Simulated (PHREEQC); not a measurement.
## Leach liquor: an equilibrium model

Solution (25 °C): 10 mmol/kgw H2SO4, 0.86 mmol/kgw CuSO4 and 10 mmol/kgw MnSO4. Closed to the air; pH follows from the charge balance.

Equilibrium calculation in PHREEQC: ion-association model, wateq4f.dat.

This is a speciation only: nothing precipitates in the calculation.

**Question.** What pH, ionic strength does the model give?

**Answer.** pH 1.95; ionic strength 0.0466 mol/kgw.

**Question.** In which forms is Mn present?

**Answer.** Mn+2 70 %, MnSO4 30 % of the Mn.
